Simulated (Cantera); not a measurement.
# Reactions in the system Cl-Li-N-O

Source: NASA polynomial tables (part measured, part estimated), evaluated in Cantera. Values are per mole of reaction as written; species without (g) are pure solids or liquids, kept so even where they would boil at 1 bar.

2 LiCl + N2O(g) ⇌ 2 N(g) + Li2O + Cl2(g)

```
T (K)  ΔH° (kJ)  ΔS° (J/K)  ΔG° (kJ)  log10 K  condensed phases
-----  --------  ---------  --------  -------  ----------------
300      1081.5      229.0    1012.9  -176.35  LiCl(s), Li2O(s)
1175     1032.5      171.4     831.2   -36.95  LiCl(l), Li2O(s)
1200     1032.3      171.1     826.9   -35.99  LiCl(l), Li2O(s)
1225     1032.0      170.9     822.7   -35.08  LiCl(l), Li2O(s)
1250     1031.8      170.7     818.4   -34.20  LiCl(l), Li2O(s)
1275     1031.6      170.5     814.1   -33.35  LiCl(l), Li2O(s)
1300     1031.4      170.4     809.9   -32.54  LiCl(l), Li2O(s)
1325     1031.2      170.3     805.6   -31.76  LiCl(l), Li2O(s)
1350     1031.0      170.1     801.3   -31.01  LiCl(l), Li2O(s)
1375     1030.9      170.0     797.1   -30.28  LiCl(l), Li2O(s)
1400     1030.8      169.9     792.8   -29.58  LiCl(l), Li2O(s)
```
